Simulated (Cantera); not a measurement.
Charge: 1 mol Cr, 8.8 mol N₂O, 5.7 mol H₂, equilibrated at 1.33 mbar.

These are equilibrium values from Cantera (NASA tables, ideal gas, pure condensed phases), not measurements of a reactor. Candidate condensed phases: Cr, CrN, Cr₂N, Cr₂O₃, H₂O; 29 gas species. Equilibrium is a limit: real reactors are often held back by kinetics, nucleation or transport. All values below are at 1327 °C.

Base state: N₂ 0.574, H₂O 0.371, O₂ 0.0516, OH 0.00126, NO 0.000820, H₂ 0.000297, O 9.03e-5, H 2.57e-5 (mole fractions); condensed: Cr₂O₃(s).

What changes in the equilibrium state with this change: N₂O from 8.8 to 0.49 mol?


```tsv
species	before	after
H₂	0.000297	0.915
N₂	0.574	0.0789
Cr	<1e-9	0.00289
H₂O	0.371	0.00211
O₂	0.0516	<1e-9
NO	0.000820	<1e-9
O	9.03e-5	<1e-9
OH	0.00126	1.29e-7
H	2.57e-5	0.00142
Cr₂O₃(s), mol	0.500	0.159
Cr(s), mol	0	0.664
```
Mutual solubility and eutectic melting of coexisting phases are not modelled.
